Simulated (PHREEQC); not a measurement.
A column of 1 m (40 cells, dispersivity 0.035 m, 720 s a shift, diffusion coefficient 3e-10 m²/s) holds 0.0066 eq of the database's cation exchanger X per kg of pore water, first in equilibrium with 5.1 mmol/kgw CdCl2, 0.5 mmol/kgw ZnCl2 and 0.01 mmol/kgw HCl. It is flushed with 0.009 mol/kgw KBr and 1e-05 mol/kgw HCl, at 25 °C. Values are for the last cell. The system is closed to CO2. Precipitation was switched off in this run.

All values are PHREEQC results (ion-association model, phreeqc.dat), not measurements.

```tsv
pore volumes	Br in solution (mol/kgw)	K in solution (mol/kgw)	Cl in solution (mol/kgw)	Cd in solution (mol/kgw)	Zn in solution (mol/kgw)	ZnX2 on the exchanger (mol/kgw)
0	0	0	0.0112	0.00510	0.000500	0.000435
0.1375	0	0	0.0112	0.00510	0.000500	0.000435
0.3875	1.10e-6	4.30e-8	0.0112	0.00510	0.000500	0.000435
0.5125	5.99e-5	5.59e-6	0.0111	0.00509	0.000499	0.000435
0.6375	0.000493	7.80e-5	0.0106	0.00501	0.000489	0.000434
0.7625	0.00165	0.000372	0.00916	0.00475	0.000460	0.000432
1.012	0.00514	0.00185	0.00481	0.00370	0.000350	0.000417
1.137	0.00660	0.00281	0.00300	0.00310	0.000292	0.000406
1.262	0.00761	0.00373	0.00173	0.00256	0.000243	0.000394
1.512	0.00861	0.00525	0.000494	0.00175	0.000173	0.000369
1.637	0.00881	0.00583	0.000251	0.00146	0.000149	0.000358
1.762	0.00891	0.00630	0.000126	0.00123	0.000130	0.000346
1.887	0.00896	0.00669	6.49e-5	0.00105	0.000114	0.000336
2.138	0.00899	0.00725	2.15e-5	0.000783	9.19e-5	0.000318
2.263	0.00900	0.00746	1.51e-5	0.000685	8.35e-5	0.000309
2.388	0.00900	0.00764	1.23e-5	0.000604	7.65e-5	0.000302
2.513	0.00900	0.00779	1.10e-5	0.000536	7.05e-5	0.000295
2.763	0.00900	0.00802	1.02e-5	0.000430	6.10e-5	0.000282
2.888	0.00900	0.00811	1.01e-5	0.000387	5.71e-5	0.000276
3.013	0.00900	0.00819	1.00e-5	0.000351	5.37e-5	0.000270
3.263	0.00900	0.00832	1.00e-5	0.000290	4.80e-5	0.000260
3.388	0.00900	0.00838	1.00e-5	0.000265	4.56e-5	0.000255
3.513	0.00900	0.00843	1.00e-5	0.000243	4.34e-5	0.000250
3.638	0.00900	0.00847	1.00e-5	0.000223	4.15e-5	0.000246
3.888	0.00900	0.00855	1.00e-5	0.000189	3.80e-5	0.000237
4.013	0.00900	0.00858	1.00e-5	0.000175	3.65e-5	0.000233
```
